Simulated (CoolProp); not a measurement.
The numbers come from the reference Helmholtz-energy equation of state, Akasaka 2020 in CoolProp.

**Question.** Give the vapour pressure (bar), vapour density (kg/m³), liquid cp (kJ/(kg K)) of saturated R1123 at -45.15, 3.85 °C.

**Answer.** 
```csv
T (°C),p (bar),vapour density (kg/m³),liquid cp (kJ/(kg K))
-45.15,2.17,10.0,1.31
3.85,12.1,54.3,1.51
```
